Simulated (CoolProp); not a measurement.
A Linde-Hampson liquefier for methane: isothermal reversible compression at 250 K from 1 atm to 30 MPa, throttling to 1 atm, return gas leaving the recuperator 10 K below the feed. Each further row changes one setting.

Values from CoolProp's reference Helmholtz-energy equation of state, Setzmann 1991.

```json
[
 {"case": "as stated", "liquid yield per pass": "0.335", "compression work (kJ/kg of gas)": "653"},
 {"case": "high pressure 60 MPa", "liquid yield per pass": "0.319", "compression work (kJ/kg of gas)": "751"},
 {"case": "warm-end temperature 280 K", "liquid yield per pass": "0.259", "compression work (kJ/kg of gas)": "763"},
 {"case": "warm-end gap 15 K", "liquid yield per pass": "0.326", "compression work (kJ/kg of gas)": "653"}
]
```
